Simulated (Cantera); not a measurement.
Source: NASA polynomial tables (part measured, part estimated), evaluated in Cantera. Values are per mole of reaction as written; species without (g) are pure solids or liquids, kept so even where they would boil at 1 bar.

2 VO₂(g) + O(g) → V₂O₅

```csv
T (K),ΔH° (kJ),ΔS° (J/K),ΔG° (kJ),log10 K,condensed phases
300,-1334.5,-560.9,-1166.2,203.05,V₂O₅(s)
800,-1314.7,-524.0,-895.5,58.47,V₂O₅(s)
875,…,…,…,…,V₂O₅(s)
950,-1242.8,-447.2,-818.0,44.98,V₂O₅(l)
1025,-1238.5,-442.7,-784.6,39.99,V₂O₅(l)
1100,-1234.1,-438.6,-751.6,35.69,V₂O₅(l)
1175,-1229.8,-434.8,-718.8,31.96,V₂O₅(l)
1250,-1225.5,-431.3,-686.4,28.68,V₂O₅(l)
1325,…,…,…,…,V₂O₅(l)
1400,-1217.0,-424.9,-622.2,23.21,V₂O₅(l)
```

Question: Fill in the missing entries.

Answer: 
- 875, ΔH° (kJ): -1311.2
- 875, ΔS° (J/K): -519.8
- 875, ΔG° (kJ): -856.4
- 875, log10 K: 51.12
- 1325, ΔH° (kJ): -1221.2
- 1325, ΔS° (J/K): -428.0
- 1325, ΔG° (kJ): -654.1
- 1325, log10 K: 25.79
